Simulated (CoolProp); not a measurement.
Values from CoolProp's reference Helmholtz-energy equation of state, Lemmon 2013.

Task: For propylene, give the phase and the cp (kJ/(kg K)), speed of sound (m/s), Prandtl number at 199.4 K and 2.93 bar; 303.7 K and 0.63 bar.

Result: 
- 199.4 K and 2.93 bar: liquid; cp 2.11, speed of sound 1360, Prandtl number 3.63
- 303.7 K and 0.63 bar: gas; cp 1.56, speed of sound 261, Prandtl number 0.771

Viscosity comes from a separate model (Huber 2003), an estimate that may be off by 10 % or more. Thermal conductivity comes from a separate model (Huber 2003), an estimate that may be off by 10 % or more.
